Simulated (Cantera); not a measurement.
A freely propagating, adiabatic, planar premixed flame of H2 : O2 : N2 : H2O = 1 : 0.455 : 2.09 : 0.075 (molar parts), equivalence ratio 1.1, unburnt at 550 K and 465 Torr; mixture-averaged transport, grid criteria slope 0.08 and curve 0.16, no radiation.

Computed with Cantera and the H2/O2 subset of GRI-Mech 3.0, which has no nitrogen chemistry. Burning velocities carry a grid error of a few per cent, more on coarse grids.

### Question
What does this change do: O2 0.455 to 0.59 parts?

### Answer
| quantity | before | after |
|---|---|---|
| laminar burning velocity | 529 cm/s | 555 cm/s |
| thermal thickness | 0.886 mm | 0.800 mm |
| peak x(H) | 0.0566 | 0.0495 |
| peak x(HO2) | 0.000225 | 0.000266 |
| peak x(OH) | 0.0126 | 0.0184 |

### Question
What does this change do: inlet temperature 550 to 625 K?

### Answer
```json
[
 {"quantity": "laminar burning velocity", "before": "529 cm/s", "after": "675 cm/s"},
 {"quantity": "thermal thickness", "before": "0.886 mm", "after": "0.942 mm"},
 {"quantity": "peak x(H)", "before": "0.0566", "after": "0.0612"},
 {"quantity": "peak x(HO2)", "before": "0.000225", "after": "0.000183"},
 {"quantity": "peak x(OH)", "before": "0.0126", "after": "0.0136"}
]
```
